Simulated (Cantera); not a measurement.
# Catalytic combustion on Pt

An isothermal plug-flow reactor at 825 K and 87000 Pa (inlet), inlet velocity 0.17 m/s, active area per volume 770 1/m; feed CO : O₂ : N₂ : H₂O = 0.0027 : 0.062 : 0.79 : 0.12 (molar parts), equivalence ratio 0.022.

Computed with Cantera and Deutschmann's 1995 Pt surface mechanism with GRI-Mech 3.0 gas chemistry. Catalytic surfaces can have several steady states; this one follows from the mechanism file's or the stated starting coverage. Mass transfer to the wall is taken as infinitely fast.

| z (m) | x CO | x O₂ | x H₂O | x CO₂ | θ free Pt | θ O* | θ OH* |
|---|---|---|---|---|---|---|---|
| 8.1e-05 | 0.00128 | 0.0629 | 0.123 | 0.00149 | 0.0716 | 0.920 | 0.00788 |
| 0.00016 | 0.000742 | 0.0627 | 0.123 | 0.00203 | 0.0664 | 0.926 | 0.00761 |
| 0.0003 | 0.000318 | 0.0625 | 0.123 | 0.00246 | 0.0630 | 0.929 | 0.00743 |
| 0.00058 | 6.59e-5 | 0.0623 | 0.123 | 0.00271 | 0.0613 | 0.931 | 0.00734 |
| 0.0011 | 3.87e-6 | 0.0623 | 0.123 | 0.00277 | 0.0609 | 0.932 | 0.00732 |
| 0.0022 | 9.90e-9 | 0.0623 | 0.123 | 0.00277 | 0.0609 | 0.932 | 0.00732 |
| 0.0042 | <1e-12 | 0.0623 | 0.123 | 0.00277 | 0.0609 | 0.932 | 0.00732 |
| 0.0081 | <1e-12 | 0.0623 | 0.123 | 0.00277 | 0.0609 | 0.932 | 0.00732 |
x: gas mole fraction; θ: surface coverage.
